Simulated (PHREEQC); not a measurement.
**Nickel, zinc or cadmium bath: speciation**

Consider water at 61 °C with 0.0042 mol ZnCl2 per kg of water. Closed to the air; pH follows from the charge balance.

All values are PHREEQC results (ion-association model, phreeqc.dat), not measurements.

This is a speciation only: nothing precipitates in the calculation.

**Question.** Estimate the pH, specific conductance.

**Answer.** pH 5.25; specific conductance 1820 µS/cm.

**Question.** In which forms is Cl present?

**Answer.** Cl- 97 %, ZnCl+ 2.7 % of the Cl.

Constants without temperature data keep their 25 °C values here.
